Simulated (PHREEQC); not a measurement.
PHREEQC input (ion-association model, wateq4f.dat):

```
SOLUTION_MASTER_SPECIES
  An  An-  0  An  62.0  # stands for a non-complexing anion
SOLUTION_SPECIES
  An- = An-
    -log_k 0
    -gamma 3.0 0
PHASES
  Fix_H+
    H+ = H+
    -log_k 0
SOLUTION 1
  temp 25
  units mmol/kgw
  pH 7 charge
  Cl 0.0184
  Sr 0.0092
  Na 10
  An 10
END
SELECTED_OUTPUT 1
  -reset false
  -pH true
  -pe true
  -ionic_strength true
  -water true
  -totals Cl Na Sr
  -molalities Hfo_wOH Hfo_wOH2+ Hfo_wO- Hfo_sOH Hfo_sOH2+ Hfo_sO- Hfo_sOHSr+2 Hfo_wOSr+ Hfo_wOSrOH
  -saturation_indices Halite
USER_PUNCH 1
  -headings sigma psi
  10 PUNCH EDL("sigma", "Hfo"), EDL("psi", "Hfo")
PRINT
  -reset false
USE solution 1
SURFACE 1
  Hfo_wOH 2.69663e-05 600 0.012
  Hfo_sOH 6.74157e-07
EQUILIBRIUM_PHASES 1
  Fix_H+ -3 HAn 10
    -force_equality true
  O2(g) -0.68 10
END
# ... the last block is repeated for the other 16 points of pH, with NaOH or the acid as the point needs
```

Selected output (columns that matter, 16 of 17 rows; pH added in front):

```
pH	mu	Na	Sr	m_Hfo_wOH	m_Hfo_wOH2+	m_Hfo_wO-	m_Hfo_sOH	m_Hfo_sOH2+	m_Hfo_sO-	m_Hfo_sOHSr+2	m_Hfo_wOSr+	si_Halite	sigma	psi
3	0.011139	0.01	9.2e-06	3.3294e-06	2.3626e-05	1.0748e-08	8.3234e-08	5.9065e-07	2.687e-10	6.8454e-15	1.9339e-18	-8.4115	0.3244	0.20344
3.38	0.010495	0.01	9.2e-06	5.9326e-06	2.0995e-05	3.8404e-08	1.4832e-07	5.2488e-07	9.6009e-10	1.7637e-14	9.991e-18	-8.409	0.28788	0.19883
3.75	0.010232	0.01	9.2e-06	8.8894e-06	1.7976e-05	1.007e-07	2.2224e-07	4.494e-07	2.5176e-09	4.7624e-14	4.7213e-17	-8.408	0.24555	0.19132
4.12	0.010118	0.01	9.2e-06	1.1834e-05	1.4917e-05	2.1509e-07	2.9586e-07	3.7292e-07	5.3772e-09	1.3562e-13	2.1571e-16	-8.4076	0.20196	0.18158
4.5	0.010068	0.01	9.2e-06	1.451e-05	1.2056e-05	4.0004e-07	3.6275e-07	3.0141e-07	1.0001e-08	4.1616e-13	1.0041e-15	-8.4074	0.16012	0.1698
4.88	0.010047	0.01	9.2e-06	1.6656e-05	9.6523e-06	6.584e-07	4.1639e-07	2.4131e-07	1.646e-08	1.3376e-12	4.6274e-15	-8.4073	0.12355	0.15658
5.25	0.010037	0.01	9.2e-06	1.82e-05	7.793e-06	9.7369e-07	4.5499e-07	1.9482e-07	2.4342e-08	4.3858e-12	2.0534e-14	-8.4073	0.093676	0.14247
5.62	0.010033	0.01	9.2e-06	1.9256e-05	6.3784e-06	1.3318e-06	4.8139e-07	1.5946e-07	3.3293e-08	1.5261e-11	9.2367e-14	-8.4072	0.069326	0.12718
6.38	0.010029	0.01	9.1998e-06	2.0325e-05	4.5703e-06	2.0707e-06	5.0795e-07	1.1422e-07	5.1749e-08	2.4573e-10	2.1916e-12	-8.4072	0.034343	0.09217
6.75	0.010029	0.01	9.1989e-06	2.0528e-05	4.0622e-06	2.3764e-06	5.1239e-07	1.014e-07	5.9316e-08	1.055e-09	1.0704e-11	-8.4072	0.023186	0.073565
7.12	0.010028	0.01	9.1952e-06	2.063e-05	3.7027e-06	2.6332e-06	5.1211e-07	9.1914e-08	6.5366e-08	4.7644e-09	5.3596e-11	-8.4072	0.014817	0.054186
7.5	0.010028	0.01	9.177e-06	2.0681e-05	3.4225e-06	2.8628e-06	4.9962e-07	8.2683e-08	6.916e-08	2.2696e-08	2.8451e-10	-8.4072	0.0082952	0.033791
7.88	0.010028	0.010001	9.1014e-06	2.0699e-05	3.1508e-06	3.1151e-06	4.4293e-07	6.7423e-08	6.6659e-08	9.7149e-08	1.4948e-09	-8.4072	0.0031128	0.013459
8.25	0.010029	0.010003	8.9096e-06	2.0668e-05	2.8158e-06	3.4753e-06	2.9969e-07	4.0829e-08	5.0392e-08	2.8325e-07	7.1862e-09	-8.4071	-0.0012781	-0.0055787
8.62	0.010032	0.010006	8.6615e-06	2.0544e-05	2.4632e-06	3.9254e-06	1.2912e-07	1.548e-08	2.467e-08	5.0489e-07	3.3582e-08	-8.407	-0.0057369	-0.024183
9	0.010038	0.010014	8.4108e-06	2.0269e-05	2.1447e-06	4.3885e-06	3.6762e-08	3.8898e-09	7.9592e-09	6.2555e-07	1.6337e-07	-8.4067	-0.011168	-0.043452
```

The oxide is taken as insoluble; below pH 4 it would dissolve.
